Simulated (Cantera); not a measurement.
Feed: 1 mol CS₂, 0.063 mol H₂O, 3.4 mol O₂, equilibrated at 2598.15 K and 10.0 Torr.

Equilibrium computed with Cantera from the NASA thermochemical tables; the gas is ideal and each condensed phase is pure. Candidate condensed phases: C, C₆H₆, C₇H₈, C₈H₁₈, H₂O, H₂SO₄, S; 123 gas species. Rates play no part.

Base state: SO₂ 0.398, O₂ 0.168, CO 0.136, CO₂ 0.106, O 0.0820, SO 0.0809, OH 0.0110, H 0.00946 (mole fractions); condensed: gas only.

Problem. What changes in the equilibrium state with this change: H₂O from 0.063 to 1.8 mol?

Solution. 
```json
[
 {"species": "SO₂", "before": "0.398", "after": "0.246"},
 {"species": "H₂O", "before": "0.00414", "after": "0.172"},
 {"species": "O₂", "before": "0.168", "after": "0.125"},
 {"species": "H", "before": "0.00946", "after": "0.0656"},
 {"species": "H₂", "before": "0.000822", "after": "0.0396"},
 {"species": "OH", "before": "0.0110", "after": "0.0658"},
 {"species": "CO₂", "before": "0.106", "after": "0.0618"},
 {"species": "CO", "before": "0.136", "after": "0.0921"},
 {"species": "SO", "before": "0.0809", "after": "0.0581"},
 {"species": "O", "before": "0.0820", "after": "0.0706"},
 {"species": "SH", "before": "3.99e-5", "after": "0.000231"},
 {"species": "SO₃", "before": "2.95e-5", "after": "1.57e-5"}
]
```

Problem. What changes in the equilibrium state with this change: CS₂ replaced by HBr?

Solution. 
```
species   before    after
-------  -------  -------
O₂         0.168    0.522
Br             0    0.184
O         0.0820    0.144
SO₂        0.398        0
CO         0.136        0
CO₂        0.106        0
SO        0.0809        0
H₂O      0.00414   0.0573
OH        0.0110   0.0543
H        0.00946   0.0265
HBr            0  0.00495
S        0.00397        0
S₂       4.96e-5        0
SH       3.99e-5        0
```
Further candidate phases: Br₂.
